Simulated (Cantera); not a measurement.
Cantera run, input and output.

```python
import numpy as np
import cantera as ct

gas = ct.Solution("gri30.yaml")
gas.TPX = 550, 69000, {'CH4': 1, 'O2': 2, 'N2': 7.52}
flame = ct.FreeFlame(gas, width=0.052)
flame.set_refine_criteria(ratio=3, slope=0.08, curve=0.16)
flame.transport_model = "mixture-averaged"
flame.solve(loglevel=0, auto=True)
z, T = flame.grid, flame.T
thick = (T[-1] - T[0]) / np.gradient(T, z).max()
show = ['CH4', 'O2', 'NO', 'CO2', 'N2O', 'C2H6']
print(f"laminar burning velocity  {flame.velocity[0] * 100:.3f} cm/s")
print(f"burnt temperature         {T[-1]:.1f} K")
print(f"thermal thickness         {thick * 1e3:.4f} mm")
print(f"grid points               {len(z)}")
z0 = z[flame.heat_release_rate.argmax()]
print(f"{'z/mm':>9s}{'T/K':>9s}{'u/(m/s)':>9s}" + "".join(f"{s:>11s}" for s in show))
rows = []
for k in (-3, -2, -1.5, -1, -0.5, -0.25, 0, 0.25, 0.5, 1, 2, 4, 8):
    zz = z0 + k * thick
    rows.append([k * thick, np.interp(zz, z, T), np.interp(zz, z, flame.velocity),
                 *(np.interp(zz, z, flame.X[gas.species_index(s)]) for s in show)])
    print(f"{rows[-1][0] * 1e3:9.3f}{rows[-1][1]:9.1f}{rows[-1][2]:9.3f}" + "".join(f"{x:11.3e}" for x in rows[-1][3:]))
```

Result:

```
laminar burning velocity  121.478 cm/s
burnt temperature         2341.1 K
thermal thickness         0.4675 mm
grid points               156
     z/mm      T/K  u/(m/s)        CH4         O2         NO        CO2        N2O       C2H6
   -1.402    550.1    1.216  9.497e-02  1.900e-01  1.316e-10  7.462e-08  9.739e-14  1.743e-08
   -0.935    551.2    1.220  9.471e-02  1.896e-01  1.793e-09  1.375e-06  1.825e-12  3.506e-07
   -0.701    556.4    1.234  9.412e-02  1.889e-01  1.072e-08  1.075e-05  1.450e-11  2.940e-06
   -0.467    600.8    1.341  9.076e-02  1.853e-01  1.143e-07  1.604e-04  2.219e-10  4.715e-05
   -0.234    964.1    2.185  6.684e-02  1.562e-01  1.630e-06  3.245e-03  4.726e-09  7.923e-04
   -0.117   1377.3    3.158  3.706e-02  1.153e-01  4.260e-06  9.835e-03  1.496e-08  9.128e-04
    0.000   1762.8    4.079  9.081e-03  6.695e-02  9.235e-06  2.147e-02  3.479e-08  9.072e-05
    0.117   1919.9    4.446  7.402e-04  3.844e-02  1.565e-05  3.483e-02  5.788e-08  4.820e-07
    0.234   1959.8    4.524  3.240e-05  2.826e-02  1.997e-05  4.540e-02  7.196e-08  7.470e-10
    0.467   2000.8    4.594  7.780e-08  2.300e-02  2.433e-05  5.617e-02  7.661e-08  8.819e-15
    0.935   2054.7    4.695  9.536e-12  2.032e-02  3.017e-05  6.201e-02  7.742e-08  1.209e-20
    1.870   2122.5    4.829  2.275e-16  1.795e-02  4.080e-05  6.504e-02  8.255e-08  5.745e-27
    3.740   2197.7    4.974  9.490e-17  1.519e-02  6.116e-05  6.856e-02  9.227e-08  4.585e-29
```

Detailed kinetics in Cantera: GRI-Mech 3.0 (53 species, 325 reactions). Burning velocities carry a grid error of a few per cent, more on coarse grids.
